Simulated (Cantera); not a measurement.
An isothermal, constant-pressure homogeneous reactor starts with NO : N2 = 1 : 0.38 (molar parts), at 2198 K and 143 Torr.

Detailed kinetics in Cantera: GRI-Mech 3.0 (53 species, 325 reactions).

x: mole fraction; the columns are a selection and need not sum to one.

```
t (s)       x NO     x NO2       x O      x O2     x N2O
--------  ------  --------  --------  --------  --------
1.00e-6    0.725  3.44e-10   4.29e-7  1.07e-10   4.29e-7
3.97e-6    0.725         ?   1.70e-6   1.68e-9   1.70e-6
1.57e-5    0.725         ?   6.74e-6   2.64e-8   6.66e-6
6.24e-5    0.725         ?   2.69e-5   4.19e-7   2.55e-5
0.000247   0.724         ?  0.000113   7.19e-6   8.80e-5
0.000981   0.723         ?  0.000484  0.000157  0.000209
0.00389    0.719         ?  0.000928   0.00221  0.000237
0.0154     0.698         ?   0.00112    0.0122  0.000217
0.0612     0.612  0.000182   0.00168    0.0549  0.000154
0.243      0.315  0.000172   0.00285     0.203   3.52e-5
0.962     0.0386         ?   0.00360     0.341   7.24e-7
3.82      0.0147   1.06e-5   0.00366     0.352   3.17e-7
15.1      0.0146   1.05e-5   0.00366     0.353   3.17e-7
60.0      0.0146   1.05e-5   0.00366     0.353   3.17e-7
```

### Question
What belongs in the gaps?

### Answer

- 3.97e-6, x NO2: 5.37e-9
- 1.57e-5, x NO2: 8.07e-8
- 6.24e-5, x NO2: 1.08e-6
- 0.000247, x NO2: 1.03e-5
- 0.000981, x NO2: 5.47e-5
- 0.00389, x NO2: 0.000100
- 0.0154, x NO2: 0.000125
- 0.962, x NO2: 2.73e-5
